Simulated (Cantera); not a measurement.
What does this Cantera script print?

```python
import numpy as np
import cantera as ct

gas = ct.Solution("gri30.yaml")
gas.TPX = 1625, 101325, {'CH4': 1, 'C2H6': 0.16, 'C3H8': 0.061, 'O2': 1.59, 'N2': 5.98}
reactor = ct.IdealGasConstPressureReactor(gas, energy="on", clone=False)
net = ct.ReactorNet([reactor])
net.rtol, net.atol = 1e-08, 1e-16
show = ['CH4', 'C2H6', 'C3H8', 'HCO', 'C2H', 'N2O']
times = np.geomspace(1e-06, 7, 11)

steps = ct.SolutionArray(gas, extra=["t"])
rows = []
print(f"{'t/s':>10s}{'T/K':>9s}{'P/Pa':>11s}" + "".join(f"{s:>11s}" for s in show))
for t in times:
    while net.time < t:
        t_next = net.step()
        steps.append(gas.state, t=t_next)
    rows.append([np.interp(t, steps.t, y) for y in (steps.T, steps.P, *steps(*show).X.T)])
    print(f"{t:10.3e}{rows[-1][0]:9.1f}{rows[-1][1]:11.4g}" + "".join(f"{x:11.3e}" for x in rows[-1][2:]))
rate = np.gradient(steps.T, steps.t)
print("integrator steps:", len(steps.t))
if steps.T.max() > steps.T[0] + 200:
    print(f"time of steepest temperature rise: {steps.t[rate.argmax()]:.4e} s")
gas.TPX = 1625, 101325, {'CH4': 1, 'C2H6': 0.16, 'C3H8': 0.061, 'O2': 1.59, 'N2': 5.98}
gas.equilibrate("HP")
print(f"equilibrium (HP): T = {gas.T:.1f} K  " + "  ".join(f"{s} {gas[s].X[0]:.3e}" for s in show))
```

Output:

```
       t/s      T/K       P/Pa        CH4       C2H6       C3H8        HCO        C2H        N2O
 1.000e-06   1623.6  1.013e+05  1.137e-01  1.811e-02  6.846e-03  4.466e-10  2.059e-15  5.825e-12
 4.836e-06   1618.3  1.013e+05  1.133e-01  1.762e-02  6.437e-03  6.559e-08  2.005e-12  2.523e-10
 2.339e-05   1621.2  1.013e+05  1.076e-01  1.433e-02  4.008e-03  5.351e-06  1.540e-09  3.438e-09
 1.131e-04   2710.7  1.013e+05  5.893e-07  7.065e-14  2.970e-20  2.605e-07  4.189e-08  4.988e-08
 5.471e-04   2689.8  1.013e+05  2.613e-12  2.347e-24  5.094e-36  2.517e-07  1.269e-16  3.686e-08
 2.646e-03   2684.2  1.013e+05  2.432e-12  2.122e-24  4.210e-36  2.542e-07  1.177e-16  4.011e-08
 1.280e-02   2683.2  1.013e+05  2.456e-12  2.160e-24  4.316e-36  2.538e-07  1.181e-16  4.324e-08
 6.188e-02   2683.2  1.013e+05  2.456e-12  2.161e-24  4.317e-36  2.538e-07  1.181e-16  4.325e-08
 2.993e-01   2683.2  1.013e+05  2.456e-12  2.161e-24  4.317e-36  2.538e-07  1.181e-16  4.325e-08
 1.447e+00   2683.2  1.013e+05  2.456e-12  2.161e-24  4.317e-36  2.538e-07  1.181e-16  4.325e-08
 7.000e+00   2683.2  1.013e+05  2.456e-12  2.161e-24  4.317e-36  2.538e-07  1.181e-16  4.325e-08
integrator steps: 1591
time of steepest temperature rise: 7.6380e-05 s
equilibrium (HP): T = 2683.2 K  CH4 2.791e-12  C2H6 2.718e-24  C3H8 5.932e-36  HCO 2.538e-07  C2H 1.272e-16  N2O 4.325e-08
```

Computed with Cantera and GRI-Mech 3.0 (53 species, 325 reactions).
